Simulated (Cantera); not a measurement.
Feed: 1 mol Si, 3.6 mol HF, 50 mol H₂, 0.78 mol Cl₂, equilibrated at 1375 K and 7.50 Torr.

Method: chemical equilibrium by Gibbs-energy minimisation in Cantera with the NASA 1993 tables (ideal gas, pure condensed phases). Candidate condensed phases: Si; 37 gas species. The tables' values for SiF₃, SiF₂, SiCl₃ are old estimates; treat these amounts as uncertain. Equilibrium is a limit: real reactors are often held back by kinetics, nucleation or transport.

Base state: H₂ 0.952, HCl 0.0274, SiF₄ 0.0126, SiF₃ 0.00335, HF 0.00192, SiHF₃ 0.00115, SiCl₂ 0.000858, SiF₂ 0.000642 (mole fractions); condensed: gas only.

Q: What changes in the equilibrium state with this change: HF from 3.6 to 8.6 mol?

A: 
| species | before | after |
|---|---|---|
| H₂ | 0.952 | 0.877 |
| HF | 0.00192 | 0.0789 |
| HCl | 0.0274 | 0.0267 |
| SiF₄ | 0.0126 | 0.0170 |
| SiCl₂ | 0.000858 | <1e-9 |
| SiCl₃ | 1.45e-5 | <1e-9 |
The tables' values for SiF₃ are old estimates; treat these amounts as uncertain.

Q: What changes in the equilibrium state with this change: H₂ from 50 to 0.63 mol?

A: 
```csv
species,before,after
H₂,0.952,0.427
HCl,0.0274,0.323
SiF₄,0.0126,0.206
SiCl₂,0.000858,0.0124
SiF₃,0.00335,0.0127
SiCl₄,1.12e-6,0.00505
SiCl₃,1.45e-5,0.00370
SiHCl₃,2.49e-6,0.000426
Cl,7.96e-7,1.40e-5
```
The tables' values for SiF₃, SiCl₃, SiF₂ are old estimates; treat these amounts as uncertain.
